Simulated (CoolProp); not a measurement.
Saturation properties of R125.

Model: reference Helmholtz-energy equation of state, Lemmon 2005, in CoolProp.

```tsv
T (K)	p (MPa)	surface tension (mN/m)	liquid conductivity (mW/(m K))
186.3	0.009333	19.6	110
198.2	0.02186	17.7	104
210	0.04542	15.9	98.3
221.9	0.08654	14.1	92.8
233.8	0.1527	12.4	87.3
245.7	0.2529	10.7	81.9
257.6	0.3971	9.01	76.6
269.5	0.5965	7.41	71.4
281.3	0.8605	5.89	66.4
```

It boils at 225.1 K under 1 atm.

Thermal conductivity comes from a separate model (Perkins 2006). Surface tension comes from a separate correlation (Mulero 2012).
